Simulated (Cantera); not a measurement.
An isothermal plug-flow reactor at 1275 K and 1.01 bar (inlet), inlet velocity 2.5 m/s, active area per volume 130 1/m; feed 0.571 % CH₄, 3.40 % O₂, 96.0 % N₂, equivalence ratio 0.34.

Model: Deutschmann's 1995 Pt surface mechanism with GRI-Mech 3.0 gas chemistry, integrated in Cantera. Catalytic surfaces can have several steady states; this one follows from the mechanism file's or the stated starting coverage. Mass transfer to the wall is taken as infinitely fast.

x: gas mole fraction; θ: surface coverage.

```
z (m)      x CH₄    x O₂     x H₂O  x CO₂     x CO  θ free Pt   θ O*
-------  -------  ------  --------  -----  -------  ---------  -----
0.00025  0.00564  0.0339  0.000141      ?  9.75e-6      0.585  0.414
0.00044  0.00559  0.0338  0.000247      ?  1.18e-5      0.586  0.414
0.00079  0.00549  0.0336  0.000440      ?  1.25e-5      0.586  0.414
0.0014   0.00532  0.0333  0.000769      ?  1.23e-5      0.586  0.413
0.0025   0.00503  0.0327   0.00134      ?  1.17e-5      0.587  0.412
0.0044   0.00456  0.0318   0.00226      ?  1.07e-5      0.589  0.411
0.0079   0.00378  0.0303   0.00376      ?  9.02e-6      0.591  0.408
0.014    0.00270  0.0282   0.00583      ?  6.75e-6      0.595  0.404
0.025    0.00141  0.0258   0.00827      ?  4.28e-6      0.599  0.400
```

Task: Some entries are withheld; supply them.

Result: 
- 0.00025, x CO₂: 6.04e-5
- 0.00044, x CO₂: 0.000111
- 0.00079, x CO₂: 0.000206
- 0.0014, x CO₂: 0.000370
- 0.0025, x CO₂: 0.000654
- 0.0044, x CO₂: 0.00111
- 0.0079, x CO₂: 0.00185
- 0.014, x CO₂: 0.00286
- 0.025, x CO₂: 0.00404
